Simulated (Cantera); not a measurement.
**Diamond growth**

A diamond (100) surface in a fixed gas of H2 with x(CH4) = 0.0033, x(CH3) = 0.00012, at 1125 K, 0.286 atm; coverages are run to steady state.

Model: the Harris–Goodwin 1993 mechanism for the reconstructed diamond (100) surface, integrated in Cantera.

```json
[
 {"x(H)": "0.0001", "growth (µm/h)": "2.82", "θ c6HH": "0.571", "θ c6H*": "0.0230", "θ c6*H": "0.344", "θ c6**": "0.00487", "θ c6HM": "0.0353"},
 {"x(H)": "0.00025", "growth (µm/h)": "7.07", "θ c6HH": "0.514", "θ c6H*": "0.0262", "θ c6*H": "0.392", "θ c6**": "0.00955", "θ c6HM": "0.0362"},
 {"x(H)": "0.00064", "growth (µm/h)": "14.0", "θ c6HH": "0.492", "θ c6H*": "0.0281", "θ c6*H": "0.421", "θ c6**": "0.0145", "θ c6HM": "0.0286"},
 {"x(H)": "0.0016", "growth (µm/h)": "21.0", "θ c6HH": "0.488", "θ c6H*": "0.0293", "θ c6*H": "0.438", "θ c6**": "0.0180", "θ c6HM": "0.0174"},
 {"x(H)": "0.0042", "growth (µm/h)": "26.0", "θ c6HH": "0.489", "θ c6H*": "0.0302", "θ c6*H": "0.448", "θ c6**": "0.0200", "θ c6HM": "0.00827"},
 {"x(H)": "0.011", "growth (µm/h)": "28.6", "θ c6HH": "0.490", "θ c6H*": "0.0310", "θ c6*H": "0.453", "θ c6**": "0.0210", "θ c6HM": "0.00348"},
 {"x(H)": "0.027", "growth (µm/h)": "29.9", "θ c6HH": "0.490", "θ c6H*": "0.0321", "θ c6*H": "0.454", "θ c6**": "0.0216", "θ c6HM": "0.00148"},
 {"x(H)": "0.068", "growth (µm/h)": "30.8", "θ c6HH": "0.490", "θ c6H*": "0.0347", "θ c6*H": "0.452", "θ c6**": "0.0223", "θ c6HM": "0.000606"},
 {"x(H)": "0.17", "growth (µm/h)": "32.3", "θ c6HH": "0.490", "θ c6H*": "0.0406", "θ c6*H": "0.446", "θ c6**": "0.0236", "θ c6HM": "0.000254"}
]
```
θ: site fractions in the mechanism's names (c6HH fully hydrogenated, c6H* and c6*H radical sites, c6** diradical, c6HM methylated).
